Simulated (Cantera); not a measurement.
Input: 1 mol CO₂, 3.8 mol H₂, 0.69 mol N₂, held at 998.15 K and 0.100 bar.

Cantera equilibrium calculation (NASA polynomials, part measured and part estimated; ideal gas, pure solids and liquids). Candidate condensed phases: C, C₆H₆, C₇H₈, C₈H₁₈, H₂O; 136 gas species. Kinetics and transport are ignored.

Base state: H₂ 0.557, H₂O 0.135, CO 0.135, N₂ 0.126, CO₂ 0.0473, CH₄ 6.85e-5 (mole fractions); condensed: gas only.

### Question
What changes in the equilibrium state with this change: temperature from 998.15 K to 900 K?

### Answer
```json
[
 {"species": "H₂", "before": "0.557", "after": "0.568"},
 {"species": "N₂", "before": "0.126", "after": "0.126"},
 {"species": "H₂O", "before": "0.135", "after": "0.124"},
 {"species": "CO", "before": "0.135", "after": "0.121"},
 {"species": "CO₂", "before": "0.0473", "after": "0.0605"},
 {"species": "CH₄", "before": "6.85e-5", "after": "0.00136"},
 {"species": "NH₃", "before": "8.69e-6", "after": "1.84e-5"}
]
```
